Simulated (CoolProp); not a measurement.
R22 along the isotherm 396 K: density (kg/m³) from the reference equation and from simpler models built on Tc = 369.3 K, pc = 49.90 bar, ω = 0.221; each cubic takes its own stable root.

Model: reference Helmholtz-energy equation of state, Kamei 1995, in CoolProp.

| p (bar) | phase | reference |
|---|---|---|
| 0.237 | gas | 0.6232 |
| 0.382 | gas | 1.005 |
| 0.618 | gas | 1.628 |
| 0.998 | gas | 2.635 |
| 1.61 | gas | 4.265 |
| 2.61 | gas | 6.953 |
| 4.21 | gas | 11.32 |
| 6.8 | gas | 18.56 |
| 11 | gas | 30.80 |
| 17.7 | gas | 51.79 |
| 28.7 | gas | 91.32 |
| 46.3 | gas | 176.3 |
| 74.9 | supercritical | 501.0 |

Question: How far does each simpler model (ideal gas, van der Waals, Redlich-Kwong, Soave-Redlich-Kwong, Peng-Robinson) lie from the reference over these 13 states: mean and median of the absolute difference, and the worst?

Answer: 
- ideal gas: mean 10.4 %, median 2.3 %, worst -60.7 % at 396 K and 74.9 bar
- van der Waals: mean 0.4 %, median 0.2 %, worst -2.0 % at 396 K and 74.9 bar
- Redlich-Kwong: mean 0.3 %, median 0.1 %, worst -2.4 % at 396 K and 74.9 bar
- Soave-Redlich-Kwong: mean 1.1 %, median 0.0 %, worst -12.0 % at 396 K and 74.9 bar
- Peng-Robinson: mean 1.1 %, median 0.3 %, worst -6.1 % at 396 K and 74.9 bar
